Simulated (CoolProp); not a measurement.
Vapour-liquid equilibrium of o-xylene (1) + n-decane (2) at 375.8 K; x and y are mole fractions of (1).

Model: multi-fluid Helmholtz-energy mixture model, Zhou 2012 and Lemmon 2006; pair parameters Bell 2016, in CoolProp.

```
x      bubble pressure, mixture model (bar)  bubble pressure, Raoult's law (bar)  y, mixture model  y, Raoult's law
-----  ------------------------------------  -----------------------------------  ----------------  ---------------
0.05                                 0.1153                               0.1154             0.124            0.126
0.125                                0.1291                               0.1292        (withheld)            0.281
0.2                                  0.1429                               0.1430             0.403            0.406
0.275                            (withheld)                               0.1568        (withheld)            0.509
0.35                                 0.1708                               0.1706             0.593            0.595
0.425                                0.1847                               0.1844             0.667            0.669
0.5                                  0.1985                               0.1982             0.730            0.732
0.575                                0.2123                               0.2120             0.784            0.787
0.65                                 0.2261                               0.2258             0.833            0.835
0.725                            (withheld)                               0.2395             0.876            0.878
0.8                              (withheld)                               0.2533             0.914            0.916
0.875                                0.2672                               0.2671             0.949            0.950
0.95                                 0.2809                               0.2809        (withheld)            0.981
```

### Question
What belongs in the gaps?

### Answer

- 0.125, y, mixture model: 0.278
- 0.275, bubble pressure, mixture model (bar): 0.1569
- 0.275, y, mixture model: 0.507
- 0.725, bubble pressure, mixture model (bar): 0.2398
- 0.8, bubble pressure, mixture model (bar): 0.2535
- 0.95, y, mixture model: 0.980

The largest gap from Raoult's law is +0.2 % in bubble pressure, at x = 0.5. No azeotrope shows between x = 0.05 and 0.95.

The pair parameters rest on a limited set of measurements; away from them the model extrapolates.
